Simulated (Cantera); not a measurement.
An isothermal, constant-pressure homogeneous reactor starts with 22.7 % CH4, 77.3 % H2O, at 1450 K and 100.0 Torr.

Computed with Cantera and GRI-Mech 3.0 (53 species, 325 reactions).

Predict: x(CH4) at 60.0 s; x(H2O) at 60.0 s; x(C2H4) at 60.0 s; x(C2H6) at 60.0 s; x(OH) at 60.0 s.


```
Property                                             Value
-----------------  ---------------------------------------
x(CH4) at 60.0 s    0.0256 (gas-phase equilibrium 6.52e-9)
x(H2O) at 60.0 s       0.446 (gas-phase equilibrium 0.340)
x(C2H4) at 60.0 s  0.000548 (gas-phase equilibrium <1e-12)
x(C2H6) at 60.0 s   2.50e-6 (gas-phase equilibrium <1e-12)
x(OH) at 60.0 s    4.20e-7 (gas-phase equilibrium 3.00e-7)
```
